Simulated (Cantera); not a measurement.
An adiabatic, constant-pressure homogeneous reactor starts with 4.25 % CH4, 6.54 % O2, 89.2 % N2, equivalence ratio 1.3, at 1550 K and 100000 Pa.

Model: GRI-Mech 3.0 (53 species, 325 reactions), integrated in Cantera.

x: mole fraction; the columns are a selection and need not sum to one.

```
t (s)     T (K)   x CH4      x O2     x N2O      x O      x NO
--------  -----  ------  --------  --------  -------  --------
9.00e-6    1550  0.0425    0.0654  1.07e-12  8.02e-9    <1e-12
2.32e-5    1550  0.0425    0.0654  5.23e-12  9.68e-9    <1e-12
5.98e-5    1550  0.0425    0.0654  2.79e-11  1.45e-8    <1e-12
0.000154   1550  0.0425    0.0654  1.36e-10  3.06e-8    <1e-12
0.000398   1550  0.0424    0.0654  4.92e-10  8.83e-8    <1e-12
0.00102    1552  0.0415    0.0649   2.16e-9  3.46e-7  5.92e-12
0.00264    2034  <1e-12       ___       ___      ___       ___
0.00681    2160  <1e-12  0.000104   1.07e-8  5.66e-5   7.16e-5
0.0176     2170  <1e-12       ___   6.55e-9      ___   7.73e-5
0.0453     2171  <1e-12   1.69e-5   6.19e-9  9.25e-6   8.17e-5
0.117      2171  <1e-12   1.68e-5   6.28e-9  9.23e-6   9.02e-5
0.301      2170  <1e-12   1.68e-5   6.43e-9  9.22e-6  0.000103
0.776      2170  <1e-12   1.68e-5   6.53e-9  9.21e-6  0.000111
2.00       2170  <1e-12   1.68e-5   6.54e-9  9.21e-6  0.000111
```

**Question.** Complete the blanks.

**Answer.** 
- 0.00264, x O2: 0.00233
- 0.00264, x N2O: 3.19e-8
- 0.00264, x O: 0.00157
- 0.00264, x NO: 3.67e-5
- 0.0176, x O2: 2.12e-5
- 0.0176, x O: 1.15e-5
